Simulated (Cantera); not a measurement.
Input: 1 mol Cu, 1.6 mol CO, 2.6 mol O₂, held at 1448 K and 0.0100 bar.

Method: chemical equilibrium by Gibbs-energy minimisation in Cantera with the NASA 1993 tables (ideal gas, pure condensed phases). Candidate condensed phases: C, Cu, CuO, Cu₂O; 15 gas species. Kinetics and transport are ignored.

Base state: CO₂ 0.508, O₂ 0.492, Cu 9.51e-5, CO 1.58e-5, O 1.37e-5 (mole fractions); condensed: Cu₂O(s).

Q: What changes in the equilibrium state with this change: Cu replaced by Si?

A: 
```
species               before    after
-------------------  -------  -------
CO₂                    0.508    0.667
O₂                     0.492    0.333
CO                   1.58e-5  2.52e-5
Cu                   9.51e-5        0
O                    1.37e-5  1.13e-5
Cu₂O(s), mol           0.500        0
SiO₂(β-quartz), mol        0     1.00
```
The tables hold silica as quartz up to 1696 K and as liquid above; real silica turns to tridymite and cristobalite and melts near 1996 K. Further candidate phases: Si, SiC, SiO₂.

Q: What changes in the equilibrium state with this change: Cu replaced by Al?

A: 
| species | before | after |
|---|---|---|
| CO₂ | 0.508 | 0.604 |
| O₂ | 0.492 | 0.396 |
| CO | 1.58e-5 | 2.09e-5 |
| Cu | 9.51e-5 | 0 |
| O | 1.37e-5 | 1.23e-5 |
| Cu₂O(s), mol | 0.500 | 0 |
| Al₂O₃(s), mol | 0 | 0.500 |
Further candidate phases: Al, Al₂O₃.

Q: What changes in the equilibrium state with this change: O₂ from 2.6 to 0.017 mol?

A: 
```tsv
species	before	after
CO	1.58e-5	0.978
CO₂	0.508	0.0212
Cu	9.51e-5	0.000332
O₂	0.492	<1e-9
O	1.37e-5	<1e-9
Cu₂O(s), mol	0.500	0
Cu(l), mol	0	0.999
```
